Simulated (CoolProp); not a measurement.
Vapour-liquid equilibrium of R134a (1) + R1234ze(E) (2) at 17.4 bar; x and y are mole fractions of (1).

Computed with CoolProp (multi-fluid Helmholtz-energy mixture model, Tillner-Roth 1994 and Thol 2016; pair parameters Bell 2022).

Problem. Give the bubble temperature and the first vapour's composition at x = 0.25, 0.45, 0.95. Is there an azeotrope?

Solution. x = 0.25: 342.2 K, y = 0.291; x = 0.45: 339.5 K, y = 0.494; x = 0.95: 335.0 K, y = 0.955. No azeotrope shows between x = 0.05 and 0.95.

The pair parameters rest on a limited set of measurements; away from them the model extrapolates.
